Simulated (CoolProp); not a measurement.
Saturated liquid density (kg/m³) of R152A: the reference equation beside estimates from Tc = 386.4 K, pc = 4.517 MPa, ω = 0.275. Rackett uses Z = 0.29056 − 0.08775 ω.

The numbers come from the reference Helmholtz-energy equation of state, Outcalt 1996 in CoolProp. It is a modified Benedict-Webb-Rubin equation, recast in Helmholtz form.

| T (K) | reference | Rackett | Redlich-Kwong | Peng-Robinson |
|---|---|---|---|---|
| 307.5 | 875.1 | 807.5 | 680.6 | 813.5 |
| 311.4 | 864.5 | 797.8 | 670.1 | 801.6 |
| 315.3 | 853.6 | 787.9 | 659.3 | 789.2 |
| 319.3 | 842.2 | 777.4 | 647.8 | 776.0 |
| 323.2 | 830.6 | 766.9 | 636.3 | 762.6 |
| 327.2 | 818.4 | 755.8 | 624.1 | 748.3 |
| 331.1 | 806.0 | 744.6 | 611.8 | 733.7 |
| 335 | 793.2 | 733.0 | 599.1 | 718.4 |
| 339 | 779.5 | 720.6 | 585.5 | 701.9 |
| 342.9 | 765.5 | 708.1 | 571.7 | 685.1 |
| 346.8 | 750.9 | 694.9 | 557.3 | 667.3 |
| 350.8 | 735.0 | 680.7 | 541.9 | 647.9 |
| 354.7 | 718.5 | 666.0 | 526.0 | 627.9 |
| 358.7 | 700.4 | 649.9 | 508.7 | 605.9 |

Absolute difference from the reference over all 14 rows, mean and median: Rackett 7.6 and 7.6 %, Redlich-Kwong 24.5 and 24.3 %, Peng-Robinson 9.6 and 9.2 %.
